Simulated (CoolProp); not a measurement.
Computed with CoolProp (reference Helmholtz-energy equation of state, Lemmon 2006). It is a short technical equation, of lower accuracy than the large ones.

Problem. Give the vapour pressure (kPa), liquid density (kg/m³), vapour density (kg/m³), liquid cp (kJ/(kg K)) of saturated CH3F (R41) at 188.4, 222.7 K.

Solution. 
```tsv
T (K)	p (kPa)	liquid density (kg/m³)	vapour density (kg/m³)	liquid cp (kJ/(kg K))
188.4	70.3	894	1.58	2.06
222.7	382	820	7.77	2.15
```
